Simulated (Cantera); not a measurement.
Input: 1 mol Pb, 0.047 mol CO2, 2 mol N2, held at 1950 Torr.

These are equilibrium values from Cantera (NASA tables, ideal gas, pure condensed phases), not measurements of a reactor. Candidate condensed phases: C, Pb, PbO, PbO2, Pb3O4; 27 gas species. Gases not in the tables: (PbO)n polymers. Rates play no part.

x: gas mole fraction; n: condensed amount in mol.

| T (K) | x N2 | x Pb | x CO2 | x CO | n Pb(l) |
|---|---|---|---|---|---|
| 800 | 0.977 | 2.36e-8 | 0.0230 | 3.43e-7 | 1.000 |
| 900 | 0.977 | (withheld) | 0.0230 | (withheld) | 1.000 |
| 1000 | 0.977 | 6.23e-6 | 0.0230 | 2.36e-6 | 1.000 |
| 1100 | 0.977 | 4.66e-5 | 0.0230 | 4.80e-6 | 1.000 |
| 1200 | 0.977 | 0.000247 | 0.0229 | 1.59e-5 | 0.999 |
| 1300 | 0.976 | 0.00101 | 0.0229 | 5.83e-5 | 0.998 |
| 1400 | 0.974 | 0.00335 | 0.0227 | 0.000176 | 0.993 |
| 1500 | 0.967 | 0.00944 | 0.0223 | 0.000456 | 0.980 |
| 1600 | 0.953 | 0.0233 | 0.0214 | 0.00103 | 0.949 |
| 1700 | 0.925 | 0.0515 | 0.0197 | 0.00206 | 0.884 |
| 1800 | 0.871 | (withheld) | (withheld) | (withheld) | (withheld) |
| 1900 | 0.780 | 0.195 | 0.0127 | 0.00567 | 0.482 |

Problem. Fill in the missing entries.

Solution. 
- 900, x Pb: 5.26e-7
- 900, x CO: 9.96e-7
- 1800, x Pb: 0.104
- 1800, x CO2: 0.0168
- 1800, x CO: 0.00366
- 1800, n Pb(l): 0.752
